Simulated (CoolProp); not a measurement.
n-heptane at several states: density (kg/m³) from the reference equation and from simpler models built on Tc = 268.1 °C, pc = 2.774 MPa, ω = 0.349; each cubic takes its own stable root.

Model: reference Helmholtz-energy equation of state, Span 2003, in CoolProp. It is a short technical equation, of lower accuracy than the large ones.

| T (°C) | p (MPa) | phase | reference |
|---|---|---|---|
| 243.45 | 1.44 | gas | 46.39 |
| -71.75 | 7.13 | liquid | 763.8 |
| 72.25 | 1.58 | liquid | 640.5 |
| 208.45 | 0.0186 | gas | 0.4671 |
| -82.95 | 0.49 | liquid | 769.8 |

### Question
How far does each simpler model (Redlich-Kwong, Peng-Robinson) lie from the reference over these 5 states: mean and median of the absolute difference, and the worst?

### Answer
- Redlich-Kwong: mean 9.9 %, median 14.6 %, worst -15.6 % at -82.95 °C and 0.49 MPa
- Peng-Robinson: mean 1.8 %, median 0.9 %, worst -4.0 % at -82.95 °C and 0.49 MPa
